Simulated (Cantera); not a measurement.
**Ignition delay**

Mixture: CO : H₂ : CH₄ : O₂ : N₂ : H₂O = 1.5 : 0.034 : 0.52 : 0.741 : 2.79 : 0.25 (molar parts), equivalence ratio 2.4, at 4.93 atm, adiabatic and at constant volume. Ignition delay is the time to a rise of 400 K.

Model: GRI-Mech 3.0 (53 species, 325 reactions), integrated in Cantera. Below about 1000 K GRI-Mech 3.0 lacks low-temperature oxidation paths. Below about 950 K walls govern HO2 and H2O2 in real vessels.

```tsv
T0 (K)	delay (ms)
948	601
1048	123
1148	30.2
1248	8.31
1348	2.49
1448	0.805
```

- apparent activation energy between 1248 and 1448 K = 180 kJ/mol
